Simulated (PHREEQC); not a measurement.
Buffer: speciation

Consider water at 76 °C with 23 mmol/kgw HF and 3.1 mmol/kgw NaOH. Closed to the air; pH follows from the charge balance.

All values are PHREEQC results (ion-association model, phreeqc.dat), not measurements.

- pH = 2.92
- ionic strength = 0.00438 mol/kgw
- total alkalinity = -19.9 meq/kg

| species | molality | activity | log γ |
|---|---|---|---|
| HF | 0.0183 | 0.0183 | 0.000 |
| F- | 0.00406 | 0.00375 | -0.035 |
| Na+ | 0.00309 | 0.00286 | -0.034 |
| H+ | 0.00129 | 0.00120 | -0.031 |
| HF2- | 0.000322 | 0.000297 | -0.034 |
| NaF | 6.16e-6 | 6.17e-6 | 0.000 |

This is a speciation only: nothing precipitates in the calculation. Species that the database lacks are ignored. Constants without temperature data keep their 25 °C values here.
